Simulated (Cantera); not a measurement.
Input: 1 mol CH3Cl, 0.13 mol H2, held at 2648 K and 6.30 Torr.

Cantera equilibrium calculation (NASA polynomials, part measured and part estimated; ideal gas, pure solids and liquids). Candidate condensed phases: C, C6H6, C7H8, C8H18; 91 gas species. The numbers say what is thermodynamically allowed, not how fast it happens.

Base state: H2 0.332, H 0.292, HCl 0.228, Cl 0.140, C2H2 (acetylene) 0.00647, C2H 0.000550, C3 0.000518, C 0.000135 (mole fractions); condensed: C(graphite).

### Question
What changes in the equilibrium state with this change: temperature from 2648 K to 1225 K?

### Answer
```csv
species,before,after
H2,0.332,0.530
HCl,0.228,0.469
CH4,1.11e-7,3.10e-5
H,0.292,2.48e-6
Cl,0.140,1.89e-6
C2H,0.000550,<1e-9
C3,0.000518,<1e-9
C,0.000135,<1e-9
C2H2 (acetylene),0.00647,8.61e-8
C2HCl,6.37e-5,<1e-9
"C(graphite), mol",0.956,1.000
```

### Question
What changes in the equilibrium state with this change: CH3Cl replaced by CCl4?

### Answer
```
species            before     after
----------------  -------  --------
Cl                  0.140     0.935
HCl                 0.228    0.0532
H                   0.292    0.0102
H2                  0.332  0.000406
C4H2              5.23e-5   6.39e-8
C2H2 (acetylene)  0.00647   7.91e-6
Cl2               7.05e-6  0.000315
C(graphite), mol    0.956     0.992
```
